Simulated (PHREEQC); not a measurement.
0.024 g of hydrous ferric oxide (600 m²/g; 0.2 weak and 0.005 strong sites per Fe, Dzombak-Morel constants, diffuse double layer) in 1 kg of water with 0.005 mol/kgw of an inert sodium salt and 0.00014 mol/kgw NaH2PO4 and 1.5e-05 mol/kgw Na2SeO4, at 25 °C; the pH is set by adding NaOH or the inert anion's acid. Oxygen is held at 0.21 atm. The system is closed to CO2. No solid was allowed to form.

The series has 13 steps of pH, from 3 to 11.

All values are PHREEQC results (ion-association model, wateq4f.dat), not measurements.

### Question
At which pH does the surface charge pass through zero?

### Answer
Near pH 5.5.

H3PO4, which wateq4f.dat lacks, is added to it with the constant of phreeqc.dat. The oxide is taken as insoluble; below pH 4 it would dissolve.
